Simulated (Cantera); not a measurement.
What does this Cantera script print?

```python
import numpy as np
import cantera as ct

gas_names = """
    H HO2 H2 H2O H2O2 O OH O2 O3 V VO VO2
""".split()
cond_names = """
    H2O(s) H2O(L) V(cr) V(L) VO(s) VO(L) V2O3(s) V2O3(L) V2O4(I) V2O4(II) V2O4(L) V2O5(s) V2O5(L)
""".split()


# ... load() reads the species with a 1 bar reference pressure and builds the phases ...
atoms = {
    'V2O3': {'V': 2, 'O': 3},
    'H2': {'H': 2},
}
top_T = {}  # K; cautious upper limits of use, not melting points


# ... equilibrate(T, P, feed) seeds the gas with the atoms and calls Mixture.equilibrate('TP', solver="vcs", rtol=1e-11, max_steps=5000) ...
results = []
feed = {'V2O3': 1, 'H2': 650}  # mol
T = 1025  # K
P = 1800  # Pa
mix = equilibrate(T, P, feed)
results.append((T, P, feed, dict(zip(mix.species_names, mix.species_moles))))
x = sorted(zip(gas.X, gas.species_names), reverse=True)
print(f"T = {T:g} K  P = {P:g} Pa  gas = {mix.phase_moles(0):.4g} mol")
print("   x: " + "  ".join(f"{s} {v:.3e}" for v, s in x if v > 1e-05))
print("   condensed (mol): " + ("  ".join(f"{mix.phase(i).name} {mix.phase_moles(i):.4g}"
      for i in range(1, mix.n_phases) if mix.phase_moles(i) > 1e-12) or "none"))
```

Result:

```
T = 1025 K  P = 1800 Pa  gas = 650 mol
   x: H2 9.999e-01  H2O 7.463e-05
   condensed (mol): VO(s) 0.09702  V2O3(s) 0.9515
```

Equilibrium computed with Cantera from the NASA thermochemical tables; the gas is ideal and each condensed phase is pure. Mutual solubility and eutectic melting of coexisting phases are not modelled. VO: taken at fixed stoichiometry. Condensed phases not in the tables: the oxides between V2O3 and V2O5 other than VO2.
